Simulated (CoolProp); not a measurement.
Values from CoolProp's reference Helmholtz-energy equation of state, Leachman 2009.

For normal hydrogen, give the phase and the cp (kJ/(kg K)), Prandtl number at 211.3 K and 0.791 MPa.


- 211.3 K and 0.791 MPa: gas; cp 13.7, Prandtl number 0.684

Viscosity comes from a separate model (Muzny 2013). Thermal conductivity comes from a separate model (Assael 2011).
